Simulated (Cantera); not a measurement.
A perfectly stirred reactor is fed with CO : O2 : H2O : N2 = 0.01 : 0.0095 : 0.0031 : 1 (molar parts), at 840000 Pa; it is held at 1473 K, and followed from long to short residence time.

Detailed kinetics in Cantera: GRI-Mech 3.0 (53 species, 325 reactions).

**Question.** What does this change do: temperature 1473 to 975 K?

**Answer.** 
```json
[
 {"quantity": "x(CO) at τ = 0.310 s", "before": "9.15e-5", "after": "0.00952"},
 {"quantity": "x(O2) at τ = 0.310 s", "before": "0.00446", "after": "0.00916"},
 {"quantity": "x(H2O) at τ = 0.310 s", "before": "0.00304", "after": "0.00303"},
 {"quantity": "x(O) at τ = 0.310 s", "before": "3.51e-6", "after": "5.59e-9"},
 {"quantity": "x(N2O) at τ = 0.310 s", "before": "1.53e-6", "after": "9.23e-9"},
 {"quantity": "x(CO) at τ = 11.0 ms", "before": "0.000932", "after": "0.00978"},
 {"quantity": "x(O2) at τ = 11.0 ms", "before": "0.00487", "after": "0.00929"},
 {"quantity": "x(H2O) at τ = 11.0 ms", "before": "0.00301", "after": "0.00303"},
 {"quantity": "x(O) at τ = 11.0 ms", "before": "2.79e-5", "after": "1.23e-10"},
 {"quantity": "x(N2O) at τ = 11.0 ms", "before": "3.32e-6", "after": "7.11e-12"}
]
```

**Question.** What does this change do: pressure from 840000 Pa to 270000 Pa?

**Answer.** 
| quantity | before | after |
|---|---|---|
| x(CO) at τ = 0.310 s | 9.15e-5 | 0.000155 |
| x(O2) at τ = 0.310 s | 0.00446 | 0.00448 |
| x(H2O) at τ = 0.310 s | 0.00304 | 0.00302 |
| x(O) at τ = 0.310 s | 3.51e-6 | 1.52e-5 |
| x(N2O) at τ = 0.310 s | 1.53e-6 | 1.28e-6 |
| x(CO) at τ = 11.0 ms | 0.000932 | 0.00131 |
| x(O2) at τ = 11.0 ms | 0.00487 | 0.00502 |
| x(H2O) at τ = 11.0 ms | 0.00301 | 0.00294 |
| x(O) at τ = 11.0 ms | 2.79e-5 | 0.000120 |
| x(N2O) at τ = 11.0 ms | 3.32e-6 | 1.16e-6 |

**Question.** What does this change do: temperature 1473 to 898 K?

**Answer.** 
| quantity | before | after |
|---|---|---|
| x(CO) at τ = 0.310 s | 9.15e-5 | 0.00978 |
| x(O2) at τ = 0.310 s | 0.00446 | 0.00929 |
| x(H2O) at τ = 0.310 s | 0.00304 | 0.00303 |
| x(O) at τ = 0.310 s | 3.51e-6 | 2.48e-11 |
| x(N2O) at τ = 0.310 s | 1.53e-6 | 2.13e-11 |
| x(CO) at τ = 11.0 ms | 0.000932 | 0.00978 |
| x(O2) at τ = 11.0 ms | 0.00487 | 0.00929 |
| x(H2O) at τ = 11.0 ms | 0.00301 | 0.00303 |
| x(O) at τ = 11.0 ms | 2.79e-5 | 1.42e-11 |
| x(N2O) at τ = 11.0 ms | 3.32e-6 | <1e-12 |
